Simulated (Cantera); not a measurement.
Standard-state values (1 bar) from the NASA 1993 polynomials, evaluated with Cantera. Values are per mole of reaction as written; species without (g) are pure solids or liquids, kept so even where they would boil at 1 bar.

4 OH(g) + 3 TiO(g) + 2 C2H5OH(g) = Ti3O5 + 4 CH3OH(g)

```csv
T (K),ΔH° (kJ),ΔS° (J/K),ΔG° (kJ),log10 K,condensed phases
300,-3113.7,-908.1,-2841.2,494.69,Ti3O5(s)
2598,-2772.8,-698.0,-959.3,19.29,Ti3O5(l)
2648,-2767.3,-696.0,-924.5,18.24,Ti3O5(l)
2698,[?],[?],[?],[?],Ti3O5(l)
2748,-2756.4,-691.9,-855.1,16.25,Ti3O5(l)
2798,[?],[?],[?],[?],Ti3O5(l)
2848,[?],[?],[?],[?],Ti3O5(l)
2898,-2740.2,-686.2,-751.7,13.55,Ti3O5(l)
```

Q: Complete the blanks.

A: 
- 2698, ΔH° (kJ): -2761.9
- 2698, ΔS° (J/K): -693.9
- 2698, ΔG° (kJ): -889.7
- 2698, log10 K: 17.23
- 2798, ΔH° (kJ): -2751.0
- 2798, ΔS° (J/K): -689.9
- 2798, ΔG° (kJ): -820.5
- 2798, log10 K: 15.32
- 2848, ΔH° (kJ): -2745.6
- 2848, ΔS° (J/K): -688.0
- 2848, ΔG° (kJ): -786.1
- 2848, log10 K: 14.42
